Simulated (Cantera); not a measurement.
Stirred combustor or abatement burner

A perfectly stirred reactor is fed with CO : H₂ : O₂ : N₂ : H₂O = 1 : 0.1 : 0.618 : 2.32 : 0.087 (molar parts), at 1.01 bar; it is adiabatic with a 398 K inlet, and is followed from long to short residence time, starting on the burning branch (τ in s: 0.47, 0.13, 0.033, 0.0088, 0.0023, 0.00062, 0.00016, 4.3e-05, 1.1e-05, 3e-06).

Model: GRI-Mech 3.0 (53 species, 325 reactions), integrated in Cantera.

```
τ (s)    T (K)    x CO      x H₂    x O₂      x NO    x N₂O    x NO₂
-------  -----  ------  --------  ------  --------  -------  -------
0.47      2326  0.0229  0.000778  0.0269   0.00475  2.70e-7  1.83e-6
0.13      2312  0.0250  0.000855  0.0284   0.00370  2.75e-7  1.45e-6
0.033     2261  0.0318   0.00113  0.0323   0.00192  2.89e-7  7.51e-7
0.0088    2150  0.0452   0.00173  0.0390  0.000606  2.85e-7  2.14e-7
0.0023    1987  0.0622   0.00265  0.0468  0.000156  2.49e-7  4.91e-8
0.00062   1787  0.0797   0.00362  0.0547   7.56e-5  2.08e-7  2.31e-8
0.00016   1481   0.114   0.00388  0.0723   2.58e-5  1.80e-7  1.02e-8
4.3e-5     398   0.242    0.0242   0.150    <1e-12   <1e-12   <1e-12
1.1e-5     398   0.242    0.0242   0.150    <1e-12   <1e-12   <1e-12
3.0e-6     398   0.242    0.0242   0.150    <1e-12   <1e-12   <1e-12
```
x: mole fraction; the columns are a selection and need not sum to one.
